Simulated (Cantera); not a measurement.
Input: 1 mol BCl3, 1 mol O2, 70 mol N2, 9.5 mol H2O, held at 900 K and 0.133 bar.

Equilibrium computed with Cantera from the NASA thermochemical tables; the gas is ideal and each condensed phase is pure. Candidate condensed phases: B, BN, B2O3, B3O3H3, H2O, NH4Cl; 49 gas species. Gases not in the tables: H3BO3. The numbers say what is thermodynamically allowed, not how fast it happens.

Base state: N2 0.854, H2O 0.0972, HCl 0.0358, O2 0.0120, (HBO2)3 0.000534, Cl2 0.000393 (mole fractions); condensed: B2O3(l).

### Question
What changes in the equilibrium state with this change: temperature from 900 K to 1673.15 K?

### Answer
```csv
species,before,after
N2,0.854,0.848
H2O,0.0972,0.0916
HCl,0.0358,0.0349
HBO2,2.15e-6,0.0119
O2,0.0120,0.0114
B2O3,<1e-9,8.75e-5
BO2,<1e-9,3.66e-5
"B2O3(l), mol",0.434,0
```

### Question
What changes in the equilibrium state with this change: N2 from 70 to 1.2 mol?

### Answer
```
species         before    after
------------  --------  -------
H2O             0.0972    0.604
HCl             0.0358    0.217
N2               0.854   0.0915
O2              0.0120   0.0734
(HBO2)3       0.000534  0.00827
Cl2           0.000393  0.00576
Cl             4.01e-6  1.54e-5
B2O3(l), mol     0.434    0.337
```
